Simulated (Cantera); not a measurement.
An adiabatic, constant-volume homogeneous reactor starts with CH4 : CO : O2 : N2 = 1 : 0.085 : 3.58 : 13.5 (molar parts), at 1100 K and 1.00 bar. Integrator tolerance rtol = 1e-08.

Cantera simulation using GRI-Mech 3.0 (53 species, 325 reactions); the numbers are that mechanism's predictions, not measurements.

Q: What does this change do: initial temperature 1100 to 1248 K?

A: 
```tsv
quantity	before	after
time of steepest temperature rise	0.159 s	17.2 ms
temperature at 0.400 s	2459 K	2537 K
equilibrium temperature	2459 K	2537 K
x(CH4) at 0.400 s	<1e-12 (gas-phase equilibrium <1e-12)	<1e-12 (gas-phase equilibrium <1e-12)
x(CO) at 0.400 s	0.00396 (gas-phase equilibrium 0.00396)	0.00605 (gas-phase equilibrium 0.00605)
x(O2) at 0.400 s	0.0776 (gas-phase equilibrium 0.0776)	0.0767 (gas-phase equilibrium 0.0767)
x(CO2) at 0.400 s	0.0555 (gas-phase equilibrium 0.0555)	0.0533 (gas-phase equilibrium 0.0533)
x(H2O) at 0.400 s	0.104 (gas-phase equilibrium 0.104)	0.102 (gas-phase equilibrium 0.102)
x(H) at 0.400 s	0.000492 (gas-phase equilibrium 0.000492)	0.000892 (gas-phase equilibrium 0.000892)
```

Q: What does this change do: pressure from 1.00 bar to 0.780 bar?

A: 
```csv
quantity,before,after
time of steepest temperature rise,0.159 s,0.198 s
temperature at 0.400 s,2459 K,2452 K
equilibrium temperature,2459 K,2452 K
x(CH4) at 0.400 s,<1e-12 (gas-phase equilibrium <1e-12),<1e-12 (gas-phase equilibrium <1e-12)
x(CO) at 0.400 s,0.00396 (gas-phase equilibrium 0.00396),0.00428 (gas-phase equilibrium 0.00428)
x(O2) at 0.400 s,0.0776 (gas-phase equilibrium 0.0776),0.0776 (gas-phase equilibrium 0.0776)
x(CO2) at 0.400 s,0.0555 (gas-phase equilibrium 0.0555),0.0552 (gas-phase equilibrium 0.0552)
x(H2O) at 0.400 s,0.104 (gas-phase equilibrium 0.104),0.104 (gas-phase equilibrium 0.104)
x(H) at 0.400 s,0.000492 (gas-phase equilibrium 0.000492),0.000563 (gas-phase equilibrium 0.000563)
```
